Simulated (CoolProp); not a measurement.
A single-stage vapour-compression cycle with the fluid: evaporating at 195.15 K (dew point), condensing at 262.15 K (bubble point), superheat 10 K, subcooling 5 K, compressor efficiency 0.65, no pressure losses. The same conditions are run with several fluids, on thermodynamics alone (safety and materials aside).

Values from CoolProp's reference Helmholtz-energy equation of state of each fluid (ethane: Bücker 2006; nitrous oxide: Lemmon 2006; R125: Lemmon 2005; fluoroethane (R161): Wu 2012; R115: Lemmon 2016; R13: Platzer 1990). The equations of Platzer and Polt are older, rougher fits.

```json
[
 {"fluid": "ethane", "cooling COP": "1.34", "pressure ratio": "10.4", "discharge temperature (K)": "357.6", "refrigerating effect (kJ/kg)": "320", "volumetric capacity (kJ/m³)": "1020"},
 {"fluid": "nitrous oxide", "cooling COP": "1.30", "pressure ratio": "12.8", "discharge temperature (K)": "434.1", "refrigerating effect (kJ/kg)": "257", "volumetric capacity (kJ/m³)": "1250"},
 {"fluid": "R125", "cooling COP": "1.41", "pressure ratio": "26.2", "discharge temperature (K)": "323.1", "refrigerating effect (kJ/kg)": "116", "volumetric capacity (kJ/m³)": "147"},
 {"fluid": "fluoroethane (R161)", "cooling COP": "1.46", "pressure ratio": "29.8", "discharge temperature (K)": "(withheld)", "refrigerating effect (kJ/kg)": "354", "volumetric capacity (kJ/m³)": "101"},
 {"fluid": "R115", "cooling COP": "1.40", "pressure ratio": "25.9", "discharge temperature (K)": "304.6", "refrigerating effect (kJ/kg)": "87.3", "volumetric capacity (kJ/m³)": "94.5"},
 {"fluid": "R13", "cooling COP": "(withheld)", "pressure ratio": "12.2", "discharge temperature (K)": "(withheld)", "refrigerating effect (kJ/kg)": "92.3", "volumetric capacity (kJ/m³)": "(withheld)"}
]
```

Question: Complete the blanks.

Answer: 
- fluoroethane (R161), discharge temperature (K): 400.4
- R13, cooling COP: 1.31
- R13, discharge temperature (K): 333.2
- R13, volumetric capacity (kJ/m³): 713
